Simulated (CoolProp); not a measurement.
Benzene at 458.26 K and 0.715 MPa flows at 4.2 m/s in a round tube of 50 mm bore and 45 µm roughness, fully developed (64/Re and Nu = 3.66 if laminar; Colebrook and Gnielinski if turbulent). Each further row changes one setting.

Values from CoolProp's reference Helmholtz-energy equation of state, Thol 2012.

```tsv
case	Reynolds number	Darcy friction factor	pressure drop (Pa/m)	heat-transfer coefficient (W/(m² K))	mass flow (kg/h)
as stated	302000	0.0202	58.5	343	?
velocity 8.4 m/s	604000	?	228	670	975
diameter 100 mm	604000	0.0172	?	290	1950
```

**Question.** What belongs in the gaps?

**Answer.** 
- as stated, mass flow (kg/h): 488
- velocity 8.4 m/s, Darcy friction factor: 0.0197
- diameter 100 mm, pressure drop (Pa/m): 24.9

Viscosity comes from a separate model (Avgeri 2014). Thermal conductivity comes from a separate model (Assael 2012).
